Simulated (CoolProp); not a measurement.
Saturation properties of R236FA (Tc = 398.1 K, pc = 3.191 MPa, ω = 0.377).

Model: reference Helmholtz-energy equation of state, Pan 2012, in CoolProp.

| T (K) | p (MPa) | liquid cp (kJ/(kg K)) | liquid conductivity (mW/(m K)) |
|---|---|---|---|
| 273.8 | 0.1107 | 1.196 | 80.3 |
| 283 | 0.1588 | 1.210 | 77.5 |
| 292.1 | 0.2211 | 1.226 | 74.9 |
| 301.3 | 0.3017 | 1.245 | 72.2 |
| 310.5 | 0.4032 | 1.267 | 69.6 |
| 319.6 | 0.5272 | 1.292 | 67.0 |
| 328.8 | 0.6801 | 1.323 | 64.4 |
| 337.9 | 0.8621 | 1.360 | 61.8 |
| 347.1 | 1.081 | 1.408 | 59.3 |
| 356.2 | 1.337 | 1.472 | 56.7 |
| 365.4 | 1.641 | 1.566 | 54.1 |
| 374.5 | 1.991 | 1.722 | 51.4 |
| 383.7 | 2.403 | 2.064 | 48.9 |

It boils at 271.7 K under 1 atm.

Thermal conductivity comes from a separate model (Huber 2003), an estimate that may be off by 10 % or more.
